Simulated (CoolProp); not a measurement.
Vapour-liquid equilibrium of hydrogen chloride (1) + n-butane (2) at -44.05 °C; x and y are mole fractions of (1).

Computed with CoolProp (multi-fluid Helmholtz-energy mixture model, Thol 2018 and Bücker 2006; pair parameters Bell 2016).

| x | bubble pressure, mixture model (bar) | bubble pressure, Raoult's law (bar) | y, mixture model | y, Raoult's law |
|---|---|---|---|---|
| 0.05 | 0.8807 | 0.4578 | 0.850 | 0.722 |
| 0.125 | 1.949 | 0.9434 | 0.934 | 0.876 |
| 0.2 | 2.870 | 1.429 | 0.957 | 0.925 |
| 0.275 | 3.598 | 1.914 | 0.967 | 0.949 |
| 0.35 | 4.135 | 2.400 | 0.972 | 0.964 |
| 0.425 | 4.514 | 2.886 | 0.975 | 0.973 |
| 0.5 | 4.782 | 3.371 | 0.977 | 0.980 |
| 0.575 | 4.987 | 3.857 | 0.979 | 0.985 |
| 0.65 | 5.170 | 4.342 | 0.981 | 0.989 |
| 0.725 | 5.368 | 4.828 | 0.983 | 0.992 |
| 0.8 | 5.608 | 5.313 | 0.986 | 0.995 |
| 0.875 | 5.912 | 5.799 | 0.989 | 0.997 |
| 0.95 | 6.298 | 6.285 | 0.995 | 0.999 |

The largest gap from Raoult's law is +106.6 % in bubble pressure, at x = 0.125. No azeotrope shows between x = 0.05 and 0.95.

Pair parameters are fitted to limited data, so mixtures are less certain than the pure fluids. With so large a gap from Raoult's law the liquid may split in two, which this calculation doesn't test in full.
